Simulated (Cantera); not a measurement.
Input (Python, Cantera):

```python
import numpy as np
import cantera as ct

gas = ct.Solution("SiF4_NH3_mec.yaml", "gas")
gas.TPX = 1850, 190000, {'NH3': 1, 'H2': 2.5}
reactor = ct.IdealGasConstPressureReactor(gas, energy="off", clone=False)
net = ct.ReactorNet([reactor])
net.rtol, net.atol = 1e-08, 1e-18
show = ['NH3', 'H2', 'NH', 'H', 'N2H2', 'NH2', 'N2']
times = np.geomspace(1e-05, 10, 12)

steps = ct.SolutionArray(gas, extra=["t"])
rows = []
print(f"{'t/s':>10s}{'T/K':>9s}{'P/Pa':>11s}" + "".join(f"{s:>11s}" for s in show))
for t in times:
    while net.time < t:
        t_next = net.step()
        steps.append(gas.state, t=t_next)
    rows.append([np.interp(t, steps.t, y) for y in (steps.T, steps.P, *steps(*show).X.T)])
    print(f"{t:10.3e}{rows[-1][0]:9.1f}{rows[-1][1]:11.4g}" + "".join(f"{x:11.3e}" for x in rows[-1][2:]))
rate = np.gradient(steps.T, steps.t)
print("integrator steps:", len(steps.t))
if steps.T.max() > steps.T[0] + 200:
    print(f"time of steepest temperature rise: {steps.t[rate.argmax()]:.4e} s")
gas.TPX = 1850, 190000, {'NH3': 1, 'H2': 2.5}
gas.equilibrate("TP")
print(f"equilibrium (TP): T = {gas.T:.1f} K  " + "  ".join(f"{s} {gas[s].X[0]:.3e}" for s in show))
```

It prints:

```
       t/s      T/K       P/Pa        NH3         H2         NH          H       N2H2        NH2         N2
 1.000e-05   1850.0    1.9e+05  2.857e-01  7.143e-01  5.768e-09  9.482e-06  4.784e-10  1.038e-05  1.072e-10
 3.511e-05   1850.0    1.9e+05  2.857e-01  7.143e-01  7.190e-08  3.307e-05  7.297e-09  3.622e-05  3.951e-08
 1.233e-04   1850.0    1.9e+05  2.855e-01  7.142e-01  7.496e-07  1.069e-04  1.034e-07  1.170e-04  5.113e-06
 4.329e-04   1850.0    1.9e+05  2.851e-01  7.144e-01  2.365e-06  1.910e-04  4.138e-07  2.087e-04  1.420e-04
 1.520e-03   1850.0    1.9e+05  2.833e-01  7.155e-01  2.443e-06  1.950e-04  4.282e-07  2.114e-04  8.292e-04
 5.337e-03   1850.0    1.9e+05  2.772e-01  7.192e-01  2.417e-06  1.971e-04  4.140e-07  2.080e-04  3.197e-03
 1.874e-02   1850.0    1.9e+05  2.574e-01  7.313e-01  2.328e-06  2.039e-04  3.689e-07  1.965e-04  1.090e-02
 6.579e-02   1850.0    1.9e+05  2.031e-01  7.645e-01  2.053e-06  2.248e-04  2.549e-07  1.635e-04  3.206e-02
 2.310e-01   1850.0    1.9e+05  1.075e-01  8.229e-01  1.400e-06  2.734e-04  9.258e-08  9.786e-05  6.923e-02
 8.111e-01   1850.0    1.9e+05  3.300e-02  8.684e-01  5.795e-07  3.339e-04  1.217e-08  3.476e-05  9.824e-02
 2.848e+00   1850.0    1.9e+05  8.114e-03  8.836e-01  1.634e-07  3.634e-04  8.627e-10  9.139e-06  1.079e-01
 1.000e+01   1850.0    1.9e+05  2.113e-03  8.872e-01  4.374e-08  3.698e-04  6.058e-11  2.412e-06  1.103e-01
integrator steps: 1145
equilibrium (TP): T = 1850.0 K  NH3 1.389e-05  H2 8.885e-01  NH 2.885e-10  H 3.708e-04  N2H2 2.017e-13  NH2 1.588e-08  N2 1.111e-01
```

Cantera simulation using the gas-phase N/H chemistry of the illustrative SiF4/NH3 mechanism in the Surface Chemkin manual (1991); the numbers are that mechanism's predictions, not measurements. Walls and surfaces, which speed up NH3 decomposition in real reactors, are not modelled.
